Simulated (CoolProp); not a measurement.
The numbers come from the reference Helmholtz-energy equation of state, Span 2000 in CoolProp.

Question: Give the vapour pressure (bar), vapour density (kg/m³), liquid cp (kJ/(kg K)), vapour viscosity (µPa s) of saturated nitrogen at -171.95, -156.55, -153.45 °C.

Answer: 
```tsv
T (°C)	p (bar)	vapour density (kg/m³)	liquid cp (kJ/(kg K))	vapour viscosity (µPa s)
-171.95	8.45	34.7	2.35	7.55
-156.55	21.1	97.5	3.51	9.76
-153.45	24.7	122	4.38	10.5
```

Viscosity comes from a separate model (Lemmon 2004).
